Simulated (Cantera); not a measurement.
An isothermal, constant-pressure homogeneous reactor starts with 0.506 % H2, 99.2 % O2, 0.327 % H2O, equivalence ratio 0.0026, at 1375 K and 2.25 Torr.

Computed with Cantera and GRI-Mech 3.0 (53 species, 325 reactions). Radical loss at walls, strong at low pressure, is not modelled.

Problem. Predict: x(H2) at 7.00 s; x(O2) at 7.00 s; x(OH) at 7.00 s; x(H) at 7.00 s; x(H2O) at 7.00 s; x(HO2) at 7.00 s.

Solution. 
```json
{
  "x(H2) at 7.00 s": "1.03e-5 (gas-phase equilibrium 4.70e-8)",
  "x(O2) at 7.00 s": "0.989 (gas-phase equilibrium 0.992)",
  "x(OH) at 7.00 s": "0.000643 (gas-phase equilibrium 4.35e-5)",
  "x(H) at 7.00 s": "4.60e-5 (gas-phase equilibrium 1.37e-8)",
  "x(H2O) at 7.00 s": "0.00798 (gas-phase equilibrium 0.00833)",
  "x(HO2) at 7.00 s": "5.02e-8 (gas-phase equilibrium 1.59e-8)"
}
```
